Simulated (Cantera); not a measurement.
Input: 1 mol MgO, 4.9 mol HCl, 1.1 mol O₂, at 99000 Pa.

These are equilibrium values from Cantera (NASA tables, ideal gas, pure condensed phases), not measurements of a reactor. Candidate condensed phases: H₂O, Mg, MgCl₂, MgO, Mg(OH)₂; 22 gas species. The numbers say what is thermodynamically allowed, not how fast it happens. All values below are at 1050 K.

Base state: HCl 0.560, H₂O 0.161, Cl₂ 0.161, O₂ 0.118, Cl 0.000319, MgCl₂ 8.33e-5, HOCl 3.45e-5 (mole fractions); condensed: MgO(s).

What changes in the equilibrium state with this change: MgO replaced by CaO?


```json
[
 {"species": "HCl", "before": "0.560", "after": "0.451"},
 {"species": "H₂O", "before": "0.161", "after": "0.283"},
 {"species": "O₂", "before": "0.118", "after": "0.191"},
 {"species": "Cl₂", "before": "0.161", "after": "0.0753"},
 {"species": "MgCl₂", "before": "8.33e-5", "after": "0"},
 {"species": "Cl", "before": "0.000319", "after": "0.000218"},
 {"species": "HOCl", "before": "3.45e-5", "after": "3.54e-5"},
 {"species": "MgO(s), mol", "before": "1.000", "after": "0"},
 {"species": "CaCl₂(l), mol", "before": "0", "after": "1.000"}
]
```
Condensed phases not in the tables: oxide chlorides. Further candidate phases: Ca, CaCl₂, CaO, Ca(OH)₂.
